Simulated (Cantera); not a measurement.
A freely propagating, adiabatic, planar premixed flame of CH4 : O2 : N2 = 1 : 2.47 : 8.4 (molar parts), equivalence ratio 0.81, unburnt at 723 K and 8.10 bar; mixture-averaged transport, grid criteria slope 0.08 and curve 0.16, no radiation.

Computed with Cantera and GRI-Mech 3.0 (53 species, 325 reactions). Burning velocities carry a grid error of a few per cent, more on coarse grids.

x: mole fraction of selected species; z is measured from the peak of heat release.

```json
[
 {"z (mm)": "-0.181", "T (K)": "724", "u (m/s)": "0.917", "x CH4": "0.0840", "x O2": "0.208", "x C2H2": "(withheld)", "x C2H": "<1e-8", "x H": "<1e-8", "x N2O": "<1e-8"},
 {"z (mm)": "-0.121", "T (K)": "729", "u (m/s)": "0.925", "x CH4": "0.0835", "x O2": "0.207", "x C2H2": "(withheld)", "x C2H": "<1e-8", "x H": "<1e-8", "x N2O": "<1e-8"},
 {"z (mm)": "-0.0906", "T (K)": "745", "u (m/s)": "0.946", "x CH4": "0.0822", "x O2": "0.206", "x C2H2": "(withheld)", "x C2H": "<1e-8", "x H": "<1e-8", "x N2O": "<1e-8"},
 {"z (mm)": "-0.0604", "T (K)": "823", "u (m/s)": "1.05", "x CH4": "0.0765", "x O2": "0.199", "x C2H2": "(withheld)", "x C2H": "<1e-8", "x H": "5.78e-8", "x N2O": "1.44e-8"},
 {"z (mm)": "-0.0302", "T (K)": "1183", "u (m/s)": "1.52", "x CH4": "0.0527", "x O2": "0.165", "x C2H2": "(withheld)", "x C2H": "<1e-8", "x H": "1.42e-5", "x N2O": "1.19e-7"},
 {"z (mm)": "-0.0151", "T (K)": "1557", "u (m/s)": "2.02", "x CH4": "0.0283", "x O2": "0.127", "x C2H2": "(withheld)", "x C2H": "<1e-8", "x H": "0.000168", "x N2O": "2.91e-7"},
 {"z (mm)": "0", "T (K)": "1936", "u (m/s)": "2.51", "x CH4": "0.00607", "x O2": "0.0829", "x C2H2": "(withheld)", "x C2H": "2.04e-7", "x H": "0.00105", "x N2O": "5.97e-7"},
 {"z (mm)": "0.0151", "T (K)": "2116", "u (m/s)": "2.74", "x CH4": "0.000319", "x O2": "0.0588", "x C2H2": "(withheld)", "x C2H": "9.22e-8", "x H": "0.00177", "x N2O": "1.00e-6"},
 {"z (mm)": "0.0302", "T (K)": "2194", "u (m/s)": "2.83", "x CH4": "9.17e-6", "x O2": "0.0507", "x C2H2": "(withheld)", "x C2H": "<1e-8", "x H": "0.00163", "x N2O": "1.30e-6"},
 {"z (mm)": "0.0604", "T (K)": "2282", "u (m/s)": "2.92", "x CH4": "1.31e-8", "x O2": "0.0454", "x C2H2": "<1e-8", "x C2H": "<1e-8", "x H": "0.00103", "x N2O": "1.49e-6"},
 {"z (mm)": "0.121", "T (K)": "2355", "u (m/s)": "3.00", "x CH4": "<1e-8", "x O2": "0.0422", "x C2H2": "<1e-8", "x C2H": "<1e-8", "x H": "0.000467", "x N2O": "1.43e-6"},
 {"z (mm)": "0.242", "T (K)": "2392", "u (m/s)": "3.04", "x CH4": "<1e-8", "x O2": "0.0407", "x C2H2": "<1e-8", "x C2H": "<1e-8", "x H": "0.000233", "x N2O": "1.21e-6"},
 {"z (mm)": "0.483", "T (K)": "2400", "u (m/s)": "3.05", "x CH4": "<1e-8", "x O2": "0.0404", "x C2H2": "<1e-8", "x C2H": "<1e-8", "x H": "0.000189", "x N2O": "1.12e-6"}
]
```

Task: What belongs in the gaps?

Result: 
- -0.181, x C2H2: 2.26e-8
- -0.121, x C2H2: 1.29e-7
- -0.0906, x C2H2: 5.72e-7
- -0.0604, x C2H2: 3.76e-6
- -0.0302, x C2H2: 2.79e-5
- -0.0151, x C2H2: 6.83e-5
- 0, x C2H2: 9.83e-5
- 0.0151, x C2H2: 1.14e-5
- 0.0302, x C2H2: 2.70e-7
